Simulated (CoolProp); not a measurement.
Aqueous ethanol as a coolant, 47 % by mass, freezing at -35.4 °C, 1 atm.

Values from CoolProp's Melinder's fits for secondary coolants.

```tsv
T (°C)	Prandtl number	viscosity (mPa s)	conductivity (W/(m K))	density (kg/m³)
-7.9	116	10.3	0.321	941.7
-4.3	96.1	8.45	0.322	939.0
-0.6	80.1	6.99	0.324	936.2
3	67.7	5.87	0.325	933.5
6.7	57.4	4.96	0.326	930.6
10.4	49.2	4.22	0.327	927.8
14	42.6	3.64	0.328	925.0
17.7	37.0	3.14	0.329	922.1
21.3	32.4	2.75	0.330	919.3
25	28.5	2.41	0.331	916.4
28.7	25.1	2.12	0.332	913.4
32.3	22.4	1.88	0.333	910.6
```
